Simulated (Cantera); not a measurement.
Charge: 1 mol PbO, 0.078 mol H2, 0.8 mol N2, equilibrated at 0.420 Torr.

Equilibrium computed with Cantera from the NASA thermochemical tables; the gas is ideal and each condensed phase is pure. Candidate condensed phases: H2O, Pb, PbO, PbO2, Pb3O4; 27 gas species. Gases not in the tables: (PbO)n polymers. Rates play no part. All values below are at 1325 K.

Base state: N2 0.410, PbO 0.399, Pb 0.114, H2O 0.0400, O2 0.0369, NO 0.000140, OH 3.71e-5 (mole fractions); condensed: gas only.

What changes in the equilibrium state with this change: pressure from 0.420 Torr to 375 Torr?


```csv
species,before,after
N2,0.410,0.903
H2O,0.0400,0.0880
Pb,0.114,0.00721
PbO,0.399,0.00138
O2,0.0369,1.23e-7
NO,0.000140,3.81e-7
OH,3.71e-5,4.31e-7
H2,1.18e-6,4.75e-5
"Pb(l), mol",0,0.0716
"PbO(l), mol",0,0.921
```
Each liquid is taken as pure. Mutual solubility and eutectic melting of coexisting phases are not modelled.
